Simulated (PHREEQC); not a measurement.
NaOH is added in steps, without added water, to 1 kg of water holding 0.0034 mol CaCl2, 0.00029 mol NaF and 0.00042 mol NaCl, at 14 °C. Oxygen alone is held at its pressure in air (log pO2 = -0.68). The system is closed to CO2. Nothing may precipitate in this run.

Base run: PHREEQC, ion-association model, phreeqc.dat. Each further column changes one thing. The table gives CaOH+ (mol/kgw).

```tsv
NaOH added (mol)	base	NaCl left out	diluted 5-fold with water	NaCl from 0.00042 to 0.000378 mol/kgw	solids may form
0	6.98e-9	7.02e-9	1.53e-9	6.99e-9	(withheld)
0.0002833	2.31e-5	2.33e-5	(withheld)	2.32e-5	2.26e-5
0.0007083	5.70e-5	5.74e-5	(withheld)	5.71e-5	5.58e-5
0.0009917	7.91e-5	7.95e-5	2.02e-5	7.91e-5	7.74e-5
0.001417	0.000111	0.000112	2.81e-5	0.000111	0.000109
0.0017	0.000132	0.000133	3.32e-5	0.000133	(withheld)
0.001983	0.000153	0.000154	3.81e-5	0.000153	(withheld)
0.002408	0.000183	0.000184	4.52e-5	0.000184	0.000179
0.002692	0.000203	0.000204	4.98e-5	0.000203	0.000199
0.003117	0.000232	0.000233	(withheld)	0.000232	0.000227
0.0034	0.000251	0.000252	6.08e-5	0.000251	0.000246
```

### Question
Fill in the missing entries.

### Answer

- 0, solids may form: 6.30e-9
- 0.0002833, diluted 5-fold with water: 6.03e-6
- 0.0007083, diluted 5-fold with water: 1.47e-5
- 0.0017, solids may form: 0.000130
- 0.001983, solids may form: 0.000150
- 0.003117, diluted 5-fold with water: 5.65e-5

In at least one series the solution becomes supersaturated in solids that the run did not let form, among them Fluorite. Constants without temperature data keep their 25 °C values here. Solids allowed in the column 'solids may form': Fluorite, Halite.
